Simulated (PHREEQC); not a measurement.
Solution (55 °C): 0.0019 mol Pb(NO3)2, 0.006 mol KNO3 and 0.00023 mol Cu(NO3)2 per kg of water. Closed to the air; pH follows from the charge balance.

Equilibrium calculation in PHREEQC: ion-association model, wateq4f.dat.

| quantity | before | after |
|---|---|---|
| pH | 5.25 | 5.22 |
| PbNO3+ (mol/kgw) | 0.000160 | 0.000132 |
| PbOH+ (mol/kgw) | 4.17e-6 | 3.28e-6 |
| Cu2(OH)2+2 (mol/kgw) | 6.92e-7 | 5.59e-7 |
| Pb2OH+3 (mol/kgw) | 2.60e-7 | 1.95e-7 |
| SI of Tenorite (CuO) | +0.06 | -0.03 |
| SI of Pb(OH)2 (Pb(OH)2) | +0.31 | +0.17 |

Name the change that produced these shifts.
A. KNO3 from 0.006 to 0.0066 mol/kgw
B. KNO3 from 0.006 to 0.003 mol/kgw
C. 0.0018 mol/kgw ZnCl2 added

C, 0.0018 mol/kgw ZnCl2 added

Precipitation was switched off in this run. Some of these states are supersaturated (in Pb(OH)2, Tenorite (slow to form), for instance). At this temperature some constants are extrapolated from 25 °C, and those without enthalpy data are left unchanged.
